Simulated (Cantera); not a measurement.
Input: 1 mol Fe2O3, 690 mol H2.

These are equilibrium values from Cantera (NASA tables, ideal gas, pure condensed phases), not measurements of a reactor. Candidate condensed phases: Fe, FeO, Fe(OH)2, Fe(OH)3, Fe2O3, Fe3O4, H2O; 12 gas species. Kinetics and transport are ignored.

Stable condensed phases, one row left out:

```
T in K \ P in Pa
              10      32     100     320    1000    3200   10000   32000  100000  320000 1000000
   2200        A       A       A       A       A       A       A       A       B       B       B
   2100        A       A       A       A       A       A       A       A       B       B       B
   2000        A       A       A       A       A       A       A       B       B       B       B
   1900        A       A       A       A       A       A       B       B       B       B       B
   1800        A       A       A       A       A       B       B       B       B       B       B
   1600        A       A       B       B       B       B       B       B       B       B       B
   1500        B       B       B       B       B       B       B       B       B       B       B
   1400        B       B       B       B       B       B       B       B       B       B       B
   1300        B       B       B       B       B       B       B       B       B       B       B
   1200        B       B       B       B       B       B       B       B       B       B       B
   1100        B       B       B       B       B       B       B       B       B       B       B
   1000        B       B       B       B       B       B       B       B       B       B       B
```

A: gas only; B: Fe.

Question: Give the row for 1700 K.

Answer: 10: gas only; 32: gas only; 100: gas only; 320: Fe; 1000: Fe; 3200: Fe; 10000: Fe; 32000: Fe; 100000: Fe; 320000: Fe; 1000000: Fe.
